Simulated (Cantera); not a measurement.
A perfectly stirred reactor is fed with 23.3 % C2H6, 76.7 % N2, at 0.00188 atm; it is held at 1375 K, and followed from long to short residence time.

Computed with Cantera and GRI-Mech 3.0 (53 species, 325 reactions). GRI-Mech 3.0 stops at C3 and has no aromatics, soot or wall deposition, so with more carbon than oxygen in the feed, carbon stays in small species such as C2H2 where larger ones or solid carbon would form. Radical loss at walls, strong at low pressure, is not modelled.

One state of this run: x C2H6 = 0.224; x HCN = 1.46e-9; x C2H2 = 1.98e-5; x CH4 = 0.00142; x H = 3.96e-5; x H2 = 0.00374; x CH3 = 0.00249. x: mole fraction; the columns are a selection and need not sum to one.

Problem. Which value of τ (s) does it belong to?
A. 0.0038
B. 0.22
C. 0.056
D. 0.00097

Solution. A, 0.0038
